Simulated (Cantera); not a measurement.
## N2O furnace oxynitridation

An isothermal, constant-pressure homogeneous reactor starts with 23.1 % N₂O, 0.807 % H₂, 76.1 % N₂, at 1050 K and 10.00 Torr.

Detailed kinetics in Cantera: GRI-Mech 3.0 (53 species, 325 reactions). GRI-Mech 3.0 was tuned for natural gas; its chemistry of N2O as a main component is partial and can be far from experiment. Radical loss at walls, strong at low pressure, is not modelled. The mechanism lacks the step 2 NO + O2 → 2 NO2, which can matter for NO2 below about 1400 K. The temperature is held fixed by assumption; the heat of reaction is taken as removed at once.

```
t (s)     x N₂O      x H₂      x NO      x OH    x H₂O₂      x O₂     x HO₂
--------  -----  --------  --------  --------  --------  --------  --------
4.00e-5   0.231   0.00807    <1e-12  9.92e-12    <1e-12  8.09e-12    <1e-12
0.000131  0.231   0.00807  9.66e-12  1.04e-10    <1e-12  8.57e-11    <1e-12
0.000429  0.231   0.00807  9.86e-11   1.03e-9    <1e-12  8.59e-10    <1e-12
0.00141   0.231   0.00807  9.31e-10   8.85e-9    <1e-12   7.64e-9  1.31e-11
0.00461   0.231   0.00807   7.41e-9   5.62e-8    <1e-12   5.00e-8  3.02e-10
0.0151    0.231   0.00807   5.32e-8   2.32e-7  3.24e-12   2.17e-7   4.65e-9
0.0494    0.231   0.00804   4.14e-7   7.33e-7  1.16e-10   7.75e-7   4.49e-8
0.162     0.230   0.00774   3.10e-6   2.03e-6   1.65e-9   2.83e-6   1.43e-7
0.530     0.228   0.00589   1.41e-5   3.80e-6   3.30e-9   1.27e-5   1.72e-7
1.74      0.224   0.00200   3.12e-5   3.49e-6   3.82e-9   5.11e-5   2.59e-7
5.69      0.222  0.000227   4.72e-5   1.68e-6   1.87e-9  0.000186   1.99e-7
18.6      0.221   5.00e-6   8.10e-5   1.12e-6  6.84e-10  0.000632   1.22e-7
61.1      0.218   4.19e-9  0.000210   1.25e-6  2.95e-10   0.00208   7.48e-8
200       0.207   2.50e-9  0.000657   1.43e-6  1.12e-10   0.00668   3.10e-8
```
x: mole fraction; the columns are a selection and need not sum to one.

Equilibrium at this temperature and pressure: N₂O 3.76e-10, H₂ 7.24e-11, NO 3.90e-5, OH 1.93e-7, H₂O₂ 1.38e-12, O₂ 0.100, HO₂ 1.05e-10 (gas phase only).
